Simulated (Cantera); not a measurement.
Aluminium nitride and oxide growth: Al + O₂ + N₂

Input: 1 mol Al, 6 mol O₂, 39 mol N₂, at 1825 K and 0.330 Torr.

Cantera equilibrium calculation (NASA polynomials, part measured and part estimated; ideal gas, pure solids and liquids). Candidate condensed phases: Al, AlN, Al₂O₃; 16 gas species. Rates play no part.

- x(N₂): 0.878
- x(O₂): 0.115
- x(NO): 0.00354
- x(O): 0.00249
- n(Al₂O₃(s)): 0.500 mol
- gas amount: 44.31 mol
- log10 activity of Al(l) (absent): -12.38
